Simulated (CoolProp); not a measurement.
Saturated liquid density (kg/m³) of dodecamethylpentasiloxane (MD3M): the reference equation beside estimates from Tc = 354.9 °C, pc = 0.9540 MPa, ω = 0.730. Rackett uses Z = 0.29056 − 0.08775 ω.

Values from CoolProp's reference Helmholtz-energy equation of state, Thol 2019.

```json
[
 {"T (°C)": "49.95", "reference": "845.8", "Rackett": "1039", "van der Waals": "457.2", "Redlich-Kwong": "678.2", "Soave-Redlich-Kwong": "724.2", "Peng-Robinson": "812.2"},
 {"T (°C)": "53.75", "reference": "842.1", "Rackett": "1034", "van der Waals": "455.6", "Redlich-Kwong": "675.6", "Soave-Redlich-Kwong": "722.3", "Peng-Robinson": "810.1"},
 {"T (°C)": "57.45", "reference": "838.5", "Rackett": "1030", "van der Waals": "454.0", "Redlich-Kwong": "673.0", "Soave-Redlich-Kwong": "720.3", "Peng-Robinson": "808.1"},
 {"T (°C)": "61.15", "reference": "834.9", "Rackett": "1025", "van der Waals": "452.4", "Redlich-Kwong": "670.3", "Soave-Redlich-Kwong": "718.4", "Peng-Robinson": "806.0"},
 {"T (°C)": "64.95", "reference": "831.2", "Rackett": "1021", "van der Waals": "450.8", "Redlich-Kwong": "667.6", "Soave-Redlich-Kwong": "716.3", "Peng-Robinson": "803.9"},
 {"T (°C)": "68.65", "reference": "827.6", "Rackett": "1016", "van der Waals": "449.2", "Redlich-Kwong": "664.9", "Soave-Redlich-Kwong": "714.3", "Peng-Robinson": "801.7"},
 {"T (°C)": "72.35", "reference": "824.0", "Rackett": "1012", "van der Waals": "447.6", "Redlich-Kwong": "662.2", "Soave-Redlich-Kwong": "712.2", "Peng-Robinson": "799.5"},
 {"T (°C)": "76.15", "reference": "820.3", "Rackett": "1007", "van der Waals": "445.9", "Redlich-Kwong": "659.4", "Soave-Redlich-Kwong": "710.1", "Peng-Robinson": "797.2"},
 {"T (°C)": "79.85", "reference": "816.7", "Rackett": "1003", "van der Waals": "444.3", "Redlich-Kwong": "656.6", "Soave-Redlich-Kwong": "707.9", "Peng-Robinson": "795.0"},
 {"T (°C)": "83.55", "reference": "813.0", "Rackett": "998.3", "van der Waals": "442.6", "Redlich-Kwong": "653.8", "Soave-Redlich-Kwong": "705.8", "Peng-Robinson": "792.7"},
 {"T (°C)": "87.35", "reference": "809.3", "Rackett": "993.6", "van der Waals": "440.9", "Redlich-Kwong": "650.9", "Soave-Redlich-Kwong": "703.5", "Peng-Robinson": "790.3"}
]
```

Absolute difference from the reference over all 11 rows, mean and median: Rackett 22.8 and 22.8 %, van der Waals 45.7 and 45.7 %, Redlich-Kwong 19.7 and 19.7 %, Soave-Redlich-Kwong 13.7 and 13.7 %, Peng-Robinson 3.1 and 3.1 %.
